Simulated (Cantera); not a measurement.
Feed: 1 mol Al, a varied amount of Br2, 0.95 mol N2, equilibrated at 1425 K and 6.60 Pa.

Cantera equilibrium calculation (NASA polynomials, part measured and part estimated; ideal gas, pure solids and liquids). Candidate condensed phases: Al, AlBr3, AlN, Br2; 10 gas species. Rates play no part.

x: gas mole fraction; n: condensed amount in mol.

```tsv
n(Br2) (mol)	x N2	x Br	x AlBr3	x AlBr	x Br2	x Al	n AlN(s)
0.37	0.597	0.0244	0.134	0.245	1.02e-6	1.01e-5	0.582
0.55	0.540	0.0257	0.164	0.271	1.13e-6	1.07e-5	0.393
0.74	0.500	0.0264	0.184	0.289	1.19e-6	1.11e-5	0.193
0.93	0.474	0.0272	0.201	0.298	1.26e-6	1.11e-5	0
1.1	0.469	0.0375	0.277	0.216	2.40e-6	___	0
1.3	0.460	0.0561	0.359	0.125	5.38e-6	___	0
1.5	0.440	0.0968	0.415	0.0484	1.60e-5	___	0
1.7	0.394	0.190	0.403	0.0122	6.19e-5	___	0
1.9	0.342	0.297	0.356	0.00442	0.000151	___	0
2	0.320	0.343	0.334	0.00311	0.000201	___	0
2.2	0.283	0.420	0.296	0.00184	0.000301	___	0
```

Q: Fill in the missing entries.

A: 
- 1.1, x Al: 5.83e-6
- 1.3, x Al: 2.25e-6
- 1.5, x Al: 5.05e-7
- 1.7, x Al: 6.46e-8
- 1.9, x Al: 1.50e-8
- 2, x Al: 9.17e-9
- 2.2, x Al: 4.43e-9
